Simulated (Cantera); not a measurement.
Premixed flame

A freely propagating, adiabatic, planar premixed flame of 10.9 % CH₄, 16.8 % O₂, 72.3 % N₂, unburnt at 575 K and 100.0 Torr; unity-Lewis-number transport, grid criteria slope 0.08 and curve 0.16, no radiation.

Detailed kinetics in Cantera: GRI-Mech 3.0 (53 species, 325 reactions). Unity Lewis numbers drop preferential diffusion, which matters most where H2 and H carry the flame. Burning velocities carry a grid error of a few per cent, more on coarse grids.

| z (mm) | T (K) | u (m/s) | x CH₄ | x O₂ | x H₂O₂ | x H | x CO | x O |
|---|---|---|---|---|---|---|---|---|
| -9.88 | 576 | 0.686 | 0.109 | 0.168 | <1e-8 | <1e-8 | 2.58e-5 | <1e-8 |
| -6.58 | 582 | 0.695 | 0.109 | 0.167 | 2.14e-8 | <1e-8 | 0.000348 | <1e-8 |
| -4.94 | 604 | 0.721 | 0.107 | 0.165 | 8.43e-8 | <1e-8 | 0.00139 | <1e-8 |
| -3.29 | 711 | 0.853 | 0.0978 | 0.154 | 3.83e-7 | 4.02e-7 | 0.00661 | 2.47e-8 |
| -1.65 | 1114 | 1.36 | 0.0621 | 0.108 | 1.38e-6 | 4.10e-5 | 0.0275 | 4.33e-6 |
| -0.823 | 1469 | 1.83 | 0.0295 | 0.0645 | 1.23e-6 | 0.000714 | 0.0470 | 7.20e-5 |
| 0 | 1793 | 2.28 | 0.00447 | 0.0234 | 2.39e-7 | 0.00645 | 0.0632 | 0.000620 |
| 0.823 | 1898 | 2.42 | 0.000144 | 0.00704 | 3.25e-8 | 0.0149 | 0.0628 | 0.00166 |
| 1.65 | 1914 | 2.44 | 2.41e-6 | 0.00397 | 2.99e-8 | 0.0176 | 0.0587 | 0.00199 |
| 3.29 | 1927 | 2.45 | <1e-8 | 0.00313 | 2.76e-8 | 0.0178 | 0.0557 | 0.00190 |
| 6.58 | 1945 | 2.47 | <1e-8 | 0.00273 | 2.42e-8 | 0.0165 | 0.0551 | 0.00167 |
| 13.2 | 1973 | 2.50 | <1e-8 | 0.00222 | 1.97e-8 | 0.0142 | 0.0552 | 0.00133 |
| 26.3 | 2009 | 2.54 | <1e-8 | 0.00156 | 1.44e-8 | 0.0112 | 0.0554 | 0.000914 |
x: mole fraction of selected species; z is measured from the peak of heat release.

* **laminar burning velocity**: 68.6 cm/s
* **thermal thickness**: 3.29 mm
* **peak x(H₂O₂)**: 1.54e-6
* **peak x(H)**: 0.0180
* **peak x(CO)**: 0.0647
* **peak x(O)**: 0.00200
